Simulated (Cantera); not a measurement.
# Catalytic combustion on Pt

An isothermal plug-flow reactor at 1250 K and 1.00 atm (inlet), inlet velocity 0.095 m/s, active area per volume 180 1/m; feed CH4 : O2 : N2 : H2O = 0.005 : 0.059 : 0.79 : 0.011 (molar parts).

Detailed kinetics in Cantera: Deutschmann's 1995 Pt surface mechanism with GRI-Mech 3.0 gas chemistry. Catalytic surfaces can have several steady states; this one follows from the mechanism file's or the stated starting coverage. Mass transfer to the wall is taken as infinitely fast.

```tsv
z (m)	x CH4	x O2	x H2O	x CO2	x CO	θ free Pt	θ O*	θ OH*
0.00019	0.00443	0.0657	0.0153	0.00122	8.33e-6	0.505	0.493	0.00138
0.00031	0.00371	0.0644	0.0166	0.00186	7.47e-6	0.506	0.492	0.00144
0.00052	0.00268	0.0625	0.0185	0.00276	6.78e-6	0.508	0.491	0.00152
0.00086	0.00150	0.0603	0.0208	0.00384	6.80e-6	0.509	0.489	0.00161
0.0014	0.000553	0.0583	0.0228	0.00485	4.12e-6	0.511	0.487	0.00168
0.0024	8.55e-5	0.0571	0.0239	0.00548	1.11e-6	0.512	0.486	0.00172
0.004	4.26e-6	0.0568	0.0242	0.00567	2.51e-7	0.512	0.486	0.00173
0.0067	3.48e-8	0.0567	0.0242	0.00573	6.06e-8	0.513	0.486	0.00173
0.011	1.64e-9	0.0567	0.0243	0.00575	1.44e-8	0.513	0.486	0.00173
0.019	7.81e-10	0.0567	0.0243	0.00576	6.03e-9	0.513	0.486	0.00173
```
x: gas mole fraction; θ: surface coverage.
